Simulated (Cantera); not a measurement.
Input: 1 mol C6H6, 3.5 mol H2O, a varied amount of H2, 0.52 mol O2, held at 0.710 bar.

These are equilibrium values from Cantera (NASA tables, ideal gas, pure condensed phases), not measurements of a reactor. Candidate condensed phases: C, C6H6, C7H8, C8H18, H2O; 110 gas species. Equilibrium is a limit: real reactors are often held back by kinetics, nucleation or transport.

**Question.** What condenses at these points (T in K, n(H2) in mol): (2248, 9.2); (2948, 9.2); (2248, 17); (2348, 9.2); (2748, 0.89)?

**Answer.** 
| T (K) | n(H2) in mol | condensed phases | C condensed (%) |
|---|---|---|---|
| 2248 | 9.2 | C | 22.6 |
| 2948 | 9.2 | gas only | 0.0 |
| 2248 | 17 | C | 21.7 |
| 2348 | 9.2 | C | 21.5 |
| 2748 | 0.89 | C | 17.7 |
